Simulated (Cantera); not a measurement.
An adiabatic, constant-pressure homogeneous reactor starts with H2 : O2 : N2 = 1 : 0.746 : 2.81 (molar parts), at 1050 K and 21000 Torr. Integrator tolerance rtol = 1e-08.

Cantera simulation using the H2/O2 subset of GRI-Mech 3.0, which has no nitrogen chemistry; the numbers are that mechanism's predictions, not measurements. The hydrogen kinetics of GRI-Mech 3.0 are dated; newer H2 mechanisms differ, most at raised pressure. The pressure lies above the range GRI-Mech 3.0 was tuned for (to about 10 atm).

**Question.** What does this change do: constant volume in place of constant pressure?

**Answer.** 
| quantity | before | after |
|---|---|---|
| time of steepest temperature rise | 2.20 ms | 2.03 ms |
| temperature at 10.0 s | 2565 K | 2858 K |
| equilibrium temperature | 2565 K | 2858 K |
| x(H2) at 10.0 s | 0.00152 (gas-phase equilibrium 0.00152) | 0.00323 (gas-phase equilibrium 0.00323) |
| x(O2) at 10.0 s | 0.0586 (gas-phase equilibrium 0.0586) | 0.0573 (gas-phase equilibrium 0.0573) |
| x(H2O2) at 10.0 s | 2.48e-6 (gas-phase equilibrium 2.48e-6) | 6.41e-6 (gas-phase equilibrium 6.41e-6) |
| x(O) at 10.0 s | 0.000910 (gas-phase equilibrium 0.000910) | 0.00198 (gas-phase equilibrium 0.00198) |
| x(OH) at 10.0 s | 0.00863 (gas-phase equilibrium 0.00863) | 0.0148 (gas-phase equilibrium 0.0148) |
| x(HO2) at 10.0 s | 2.30e-5 (gas-phase equilibrium 2.30e-5) | 5.36e-5 (gas-phase equilibrium 5.36e-5) |

**Question.** What does this change do: pressure from 21000 Torr to 7500 Torr?

**Answer.** 
```json
[
 {"quantity": "time of steepest temperature rise", "before": "2.20 ms", "after": "3.30 ms"},
 {"quantity": "temperature at 10.0 s", "before": "2565 K", "after": "2547 K"},
 {"quantity": "equilibrium temperature", "before": "2565 K", "after": "2547 K"},
 {"quantity": "x(H2) at 10.0 s", "before": "0.00152 (gas-phase equilibrium 0.00152)", "after": "0.00233 (gas-phase equilibrium 0.00233)"},
 {"quantity": "x(O2) at 10.0 s", "before": "0.0586 (gas-phase equilibrium 0.0586)", "after": "0.0583 (gas-phase equilibrium 0.0583)"},
 {"quantity": "x(H2O2) at 10.0 s", "before": "2.48e-6 (gas-phase equilibrium 2.48e-6)", "after": "1.41e-6 (gas-phase equilibrium 1.41e-6)"},
 {"quantity": "x(O) at 10.0 s", "before": "0.000910 (gas-phase equilibrium 0.000910)", "after": "0.00140 (gas-phase equilibrium 0.00140)"},
 {"quantity": "x(OH) at 10.0 s", "before": "0.00863 (gas-phase equilibrium 0.00863)", "after": "0.0105 (gas-phase equilibrium 0.0105)"},
 {"quantity": "x(HO2) at 10.0 s", "before": "2.30e-5 (gas-phase equilibrium 2.30e-5)", "after": "1.69e-5 (gas-phase equilibrium 1.69e-5)"}
]
```

**Question.** What does this change do: pressure from 21000 Torr to 13500 Torr?

**Answer.** 
```json
[
 {"quantity": "time of steepest temperature rise", "before": "2.20 ms", "after": "2.71 ms"},
 {"quantity": "temperature at 10.0 s", "before": "2565 K", "after": "2558 K"},
 {"quantity": "equilibrium temperature", "before": "2565 K", "after": "2558 K"},
 {"quantity": "x(H2) at 10.0 s", "before": "0.00152 (gas-phase equilibrium 0.00152)", "after": "0.00183 (gas-phase equilibrium 0.00183)"},
 {"quantity": "x(O2) at 10.0 s", "before": "0.0586 (gas-phase equilibrium 0.0586)", "after": "0.0585 (gas-phase equilibrium 0.0585)"},
 {"quantity": "x(H2O2) at 10.0 s", "before": "2.48e-6 (gas-phase equilibrium 2.48e-6)", "after": "1.95e-6 (gas-phase equilibrium 1.95e-6)"},
 {"quantity": "x(O) at 10.0 s", "before": "0.000910 (gas-phase equilibrium 0.000910)", "after": "0.00110 (gas-phase equilibrium 0.00110)"},
 {"quantity": "x(OH) at 10.0 s", "before": "0.00863 (gas-phase equilibrium 0.00863)", "after": "0.00942 (gas-phase equilibrium 0.00942)"},
 {"quantity": "x(HO2) at 10.0 s", "before": "2.30e-5 (gas-phase equilibrium 2.30e-5)", "after": "2.02e-5 (gas-phase equilibrium 2.02e-5)"}
]
```
